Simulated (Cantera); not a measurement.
An isothermal, constant-pressure homogeneous reactor starts with NO : N2 = 1 : 16 (molar parts), at 1850 K and 101000 Pa.

Computed with Cantera and GRI-Mech 3.0 (53 species, 325 reactions).

**Question.** Predict: x(NO) at 3.00 s; x(NO2) at 3.00 s; x(O2) at 3.00 s; x(O) at 3.00 s; x(N2) at 3.00 s; x(N2O) at 3.00 s.

**Answer.** x(NO) at 3.00 s: 0.0501 (gas-phase equilibrium 0.00201)
x(NO2) at 3.00 s: 1.75e-5 (gas-phase equilibrium 1.68e-6)
x(O2) at 3.00 s: 0.00435 (gas-phase equilibrium 0.0284)
x(O) at 3.00 s: 1.37e-5 (gas-phase equilibrium 3.25e-5)
x(N2) at 3.00 s: 0.946 (gas-phase equilibrium 0.970)
x(N2O) at 3.00 s: 1.15e-6 (gas-phase equilibrium 1.28e-7)
